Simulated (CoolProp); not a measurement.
Properties of n-pentane along the isotherm 212.75 °C (Tc = 196.5 °C, pc = 3.368 MPa, ω = 0.251).

Computed with CoolProp (reference Helmholtz-energy equation of state, Thol 2019).

```
p (MPa)          phase       Z  speed of sound (m/s)  isothermal compressibility (1/MPa)  conductivity (mW/(m K))  fugacity coefficient
-------  -------------  ------  --------------------  ----------------------------------  -----------------------  --------------------
1.53               gas  0.8462                 208.3                              0.7873                     40.0                0.8645
3.06               gas  0.6349                 159.8                              0.6075                     48.5                0.7321
4.59     supercritical  0.2801                 147.3                              0.3699                     79.8                0.5890
6.12     supercritical  0.3000                 252.7                             0.06647                     75.6                0.4792
7.65     supercritical  0.3484                 317.1                             0.03591                     76.7                0.4120
9.18     supercritical  0.3995                 366.0                             0.02470                     78.2                0.3675
10.7     supercritical  0.4507                 406.2                             0.01891                     79.7                0.3365
12.2     supercritical  0.5009                 440.7                             0.01539                     81.1                0.3141
13.8     supercritical  0.5540                 473.4                             0.01285                     82.5                0.2963
15.3     supercritical  0.6033                 501.1                             0.01115                     83.8                0.2837
16.8     supercritical  0.6521                 526.7                            0.009848                     85.1                0.2740
```

Thermal conductivity comes from a separate model (Vassiliou 2015).
